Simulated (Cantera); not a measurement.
A Cantera script and its output.

```python
import numpy as np
import cantera as ct

gas = ct.Solution("gri30.yaml")
gas.TPX = 1648, 500000, {'C3H8': 1, 'O2': 12.8, 'N2': 48.2}
reactor = ct.IdealGasConstPressureReactor(gas, energy="on", clone=False)
net = ct.ReactorNet([reactor])
net.rtol, net.atol = 1e-08, 1e-16
show = ['C3H8', 'O2', 'HCO', 'C2H', 'C2H6', 'H', 'CH2']
times = np.geomspace(2e-06, 3, 10)

steps = ct.SolutionArray(gas, extra=["t"])
rows = []
print(f"{'t/s':>10s}{'T/K':>9s}{'P/Pa':>11s}" + "".join(f"{s:>11s}" for s in show))
for t in times:
    while net.time < t:
        t_next = net.step()
        steps.append(gas.state, t=t_next)
    rows.append([np.interp(t, steps.t, y) for y in (steps.T, steps.P, *steps(*show).X.T)])
    print(f"{t:10.3e}{rows[-1][0]:9.1f}{rows[-1][1]:11.4g}" + "".join(f"{x:11.3e}" for x in rows[-1][2:]))
rate = np.gradient(steps.T, steps.t)
print("integrator steps:", len(steps.t))
if steps.T.max() > steps.T[0] + 200:
    print(f"time of steepest temperature rise: {steps.t[rate.argmax()]:.4e} s")
gas.TPX = 1648, 500000, {'C3H8': 1, 'O2': 12.8, 'N2': 48.2}
gas.equilibrate("HP")
print(f"equilibrium (HP): T = {gas.T:.1f} K  " + "  ".join(f"{s} {gas[s].X[0]:.3e}" for s in show))
```

It prints:

```
       t/s      T/K       P/Pa       C3H8         O2        HCO        C2H       C2H6          H        CH2
 2.000e-06   1639.8      5e+05  1.358e-02  2.048e-01  8.372e-07  2.122e-10  1.534e-04  3.492e-05  9.793e-07
 9.711e-06   2075.8      5e+05  9.866e-17  1.334e-01  1.114e-06  1.808e-09  1.500e-11  3.019e-03  1.349e-06
 4.715e-05   2411.9      5e+05 -1.129e-46  1.218e-01  9.347e-10  5.551e-23 -1.087e-33  4.353e-04  4.669e-17
 2.289e-04   2447.3      5e+05 -1.084e-50  1.220e-01  2.117e-10  1.770e-25  2.529e-36  1.685e-04  5.005e-19
 1.112e-03   2445.0      5e+05  2.151e-53  1.214e-01  2.070e-10  1.462e-25  8.509e-37  1.659e-04  4.599e-19
 5.397e-03   2435.9      5e+05  1.619e-53  1.191e-01  1.903e-10  1.153e-25  7.007e-37  1.564e-04  3.913e-19
 2.621e-02   2421.8      5e+05  1.023e-53  1.155e-01  1.666e-10  7.893e-26  5.117e-37  1.425e-04  3.002e-19
 1.272e-01   2420.2      5e+05  9.692e-54  1.151e-01  1.640e-10  7.549e-26  4.929e-37  1.409e-04  2.908e-19
 6.179e-01   2420.2      5e+05  9.692e-54  1.151e-01  1.640e-10  7.549e-26  4.929e-37  1.409e-04  2.908e-19
 3.000e+00   2420.2      5e+05  9.692e-54  1.151e-01  1.640e-10  7.549e-26  4.929e-37  1.409e-04  2.908e-19
integrator steps: 1612
time of steepest temperature rise: 8.4090e-06 s
equilibrium (HP): T = 2420.2 K  C3H8 1.908e-53  O2 1.151e-01  HCO 1.640e-10  C2H 8.303e-26  C2H6 9.169e-37  H 1.409e-04  CH2 5.517e-19
```

Detailed kinetics in Cantera: GRI-Mech 3.0 (53 species, 325 reactions). GRI-Mech 3.0 was tuned for natural gas; its chemistry of propane as a main component is partial and can be far from experiment.
